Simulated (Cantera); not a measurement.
A closed system holds: 1 mol FeS, 2.6 mol H2, 18 mol N2, at 7.50 Torr.

Method: chemical equilibrium by Gibbs-energy minimisation in Cantera with the NASA 1993 tables (ideal gas, pure condensed phases). Candidate condensed phases: Fe, FeS, FeS2, S; 16 gas species. Kinetics and transport are ignored. All values below are at 1575 °C.

Base state: N2 0.847, H2 0.119, S2 0.0207, Fe 0.00570, SH 0.00246, H 0.00183, H2S 0.00158, S 0.00156 (mole fractions); condensed: Fe(l).

Q: What changes in the equilibrium state with this change: H2 from 2.6 to 26 mol?

A: 
| species | before | after |
|---|---|---|
| H2 | 0.119 | 0.573 |
| N2 | 0.847 | 0.402 |
| S2 | 0.0207 | 0.00695 |
| Fe | 0.00570 | 0.00570 |
| H2S | 0.00158 | 0.00441 |
| H | 0.00183 | 0.00401 |
| S | 0.00156 | 0.000903 |
| SH | 0.00246 | 0.00313 |
| Fe(l), mol | 0.879 | 0.745 |
